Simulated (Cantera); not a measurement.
Predominance diagram of Mg at 1600 K against the partial pressures of O2 and SO2 (log10, bar). Cantera with NASA thermochemical tables; ideal gases at 1 bar, condensed phases pure. Candidates: Mg(l), MgO(s), MgS(s), MgSO4(l). Only these pure phases compete in this equilibrium. 

Question: Which phase is stable at these pairs, and which metal-bearing vapour leads over it? (-10.4, -4.8); (-6.5, -5.4); (-3.2, -7.4); (-7.8, -6.7); (-2.6, -2.2); (0, -4.8); (-8.4, -0.9)

Answer: 
```tsv
log p(O2)	log p(SO2)	phase	chief vapour	log p (bar)
-10.4	-4.8	MgO(s)	Mg	-7.9
-6.5	-5.4	MgO(s)	Mg	-9.9
-3.2	-7.4	MgO(s)	Mg	-11.5
-7.8	-6.7	MgO(s)	Mg	-9.2
-2.6	-2.2	MgO(s)	Mg	-11.8
0	-4.8	MgO(s)	MgO	-12.0
-8.4	-0.9	MgO(s)	MgS	-8.9
```
